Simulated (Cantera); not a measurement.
# Premixed flame

A freely propagating, adiabatic, planar premixed flame of 12.0 % CH4, 18.5 % O2, 69.5 % N2, unburnt at 650 K and 9.87 atm; mixture-averaged transport, grid criteria slope 0.08 and curve 0.16, no radiation.

Model: GRI-Mech 3.0 (53 species, 325 reactions), integrated in Cantera. Burning velocities carry a grid error of a few per cent, more on coarse grids.

```
z (mm)   T (K)  u (m/s)     x CH4      x O2    x HCN    x CH2O      x NO      x O
-------  -----  -------  --------  --------  -------  --------  --------  -------
-0.249     651    0.448     0.120     0.184    <1e-8   8.59e-7     <1e-8    <1e-8
-0.166     660    0.455     0.118     0.183  3.37e-8   9.55e-6   2.39e-8    <1e-8
-0.124     688    0.477     0.116     0.180  1.77e-7   4.93e-5   1.12e-7    <1e-8
-0.0830    818    0.573     0.105     0.168  1.23e-6  0.000327   8.26e-7    <1e-8
-0.0415   1289    0.921    0.0686     0.121  7.62e-6   0.00144   7.77e-6  1.93e-6
-0.0207   1686     1.22    0.0372    0.0753  1.58e-5   0.00127   1.74e-5  2.30e-5
0         2044     1.49    0.0108    0.0304  3.00e-5  0.000428   3.22e-5  8.69e-5
0.0207    2213     1.61   0.00199   0.00847  4.39e-5  0.000115   5.54e-5  9.57e-5
0.0415    2266     1.65  0.000430   0.00224  4.31e-5   2.96e-5   7.86e-5  6.95e-5
0.0830    2292     1.66   4.65e-5  0.000250  2.89e-5   2.84e-6  0.000105  3.75e-5
0.166     2305     1.67   3.38e-6   3.80e-5  1.37e-5   1.53e-7  0.000124  1.69e-5
0.332     2312     1.68   2.00e-7   1.57e-5  4.94e-6   1.65e-8  0.000134  8.04e-6
0.664     2314     1.68     <1e-8   1.06e-5  1.21e-6   1.09e-8  0.000137  5.70e-6
```
x: mole fraction of selected species; z is measured from the peak of heat release.

The laminar burning velocity is 44.5 cm/s and the thermal thickness is 0.0830 mm. The peak x(HCN) comes out as 4.52e-5 and the peak x(CH2O) is 0.00154. The peak x(O) comes out as 0.000101. The grid points is 132.
